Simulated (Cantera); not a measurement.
Cantera run:

```python
import numpy as np
import cantera as ct

gas_names = [...]  # 109 gases of nasa_gas.yaml made of C, Cl, H, Si
cond_names = """
    C(gr) C6H6(L) C7H8(L) C8H18(L),n-octa Si(cr) Si(L) SiC(b)
""".split()


# ... load() reads the species with a 1 bar reference pressure and builds the phases ...
atoms = {
    'SiHCl3': {'Si': 1, 'H': 1, 'CL': 3},
    'C3H8': {'C': 3, 'H': 8},
    'H2': {'H': 2},
}
top_T = {'C(gr)': 4500, 'SiC(b)': 3050}  # K; cautious upper limits of use, not melting points


# ... equilibrate(T, P, feed) seeds the gas with the atoms and calls Mixture.equilibrate('TP', solver="vcs", rtol=1e-11, max_steps=5000) ...
results = []
feed = {'SiHCl3': 1, 'C3H8': 0.017, 'H2': 22}  # mol
T = 1125  # K
P = 670  # Pa
mix = equilibrate(T, P, feed)
results.append((T, P, feed, dict(zip(mix.species_names, mix.species_moles))))
x = sorted(zip(gas.X, gas.species_names), reverse=True)
print(f"T = {T:g} K  P = {P:g} Pa  gas = {mix.phase_moles(0):.4g} mol")
print("   x: " + "  ".join(f"{s} {v:.3e}" for v, s in x if v > 1e-06))
print("   condensed (mol): " + ("  ".join(f"{mix.phase(i).name} {mix.phase_moles(i):.4g}"
      for i in range(1, mix.n_phases) if mix.phase_moles(i) > 1e-12) or "none"))
```

Result:

```
T = 1125 K  P = 670 Pa  gas = 23.75 mol
   x: H2 9.201e-01  HCL 5.763e-02  SiCL4 9.505e-03  SiCL2 7.648e-03  SiHCL3 2.636e-03  SiCL3 2.431e-03  SiH2CL2 8.970e-05
   condensed (mol): Si(cr) 0.4192  SiC(b) 0.051
```

Method: chemical equilibrium by Gibbs-energy minimisation in Cantera with the NASA 1993 tables (ideal gas, pure condensed phases). Mutual solubility and eutectic melting of coexisting phases are not modelled. The tables' values for SiCl3 are old estimates; treat these amounts as uncertain.
